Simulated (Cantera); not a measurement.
Cantera run:

```python
import numpy as np
import cantera as ct

gas_names = """
    Br Br2 N N2 Si SiBr SiBr2 SiBr3 SiBr4 SiN Si2 Si2N Si3
""".split()
cond_names = """
    Br2(cr) Br2(L) Si(cr) Si(L) Si3N4(a)
""".split()


# ... load() reads the species with a 1 bar reference pressure and builds the phases ...
atoms = {
    'Si': {'Si': 1},
    'Br2': {'Br': 2},
    'N2': {'N': 2},
}
top_T = {'Si3N4(a)': 2400}  # K; cautious upper limits of use, not melting points


# ... equilibrate(T, P, feed) seeds the gas with the atoms and calls Mixture.equilibrate('TP', solver="vcs", rtol=1e-11, max_steps=5000) ...
results = []
feed = {'Si': 1, 'Br2': 4.3, 'N2': 4.3}  # mol
T = 623.15  # K
P = 3700  # Pa
mix = equilibrate(T, P, feed)
results.append((T, P, feed, dict(zip(mix.species_names, mix.species_moles))))
x = sorted(zip(gas.X, gas.species_names), reverse=True)
print(f"T = {T:g} K  P = {P:g} Pa  gas = {mix.phase_moles(0):.4g} mol")
print("   x: " + "  ".join(f"{s} {v:.3e}" for v, s in x if v > 0.001))
print("   condensed (mol): " + ("  ".join(f"{mix.phase(i).name} {mix.phase_moles(i):.4g}"
      for i in range(1, mix.n_phases) if mix.phase_moles(i) > 1e-12) or "none"))
```

It prints:

```
T = 623.15 K  P = 3700 Pa  gas = 7.6 mol
   x: N2 5.658e-01  Br2 3.026e-01  SiBr4 1.316e-01
   condensed (mol): none
```

Method: chemical equilibrium by Gibbs-energy minimisation in Cantera with the NASA 1993 tables (ideal gas, pure condensed phases).
